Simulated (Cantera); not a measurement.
Charge: 1 mol Si, 1.7 mol Cl2, 6 mol H2, equilibrated at 1148.15 K and 1.33 mbar.

Method: chemical equilibrium by Gibbs-energy minimisation in Cantera with the NASA 1993 tables (ideal gas, pure condensed phases). Candidate condensed phases: Si; 19 gas species. The tables' values for SiCl3 are old estimates; treat these amounts as uncertain. The numbers say what is thermodynamically allowed, not how fast it happens.

Base state: H2 0.754, HCl 0.133, SiCl2 0.0513, SiCl4 0.0433, SiCl3 0.0142, SiHCl3 0.00494, SiH2Cl2 7.06e-5 (mole fractions); condensed: Si(s).

Q: What changes in the equilibrium state with this change: temperature from 1148.15 K to 748.15 K?

A: 
| species | before | after |
|---|---|---|
| H2 | 0.754 | 0.870 |
| SiCl4 | 0.0433 | 0.114 |
| SiHCl3 | 0.00494 | 0.0127 |
| HCl | 0.133 | 0.00344 |
| SiCl2 | 0.0513 | 1.17e-5 |
| SiCl3 | 0.0142 | 8.42e-5 |
| SiH2Cl2 | 7.06e-5 | 0.000103 |
| Si(s), mol | 0.170 | 0.134 |
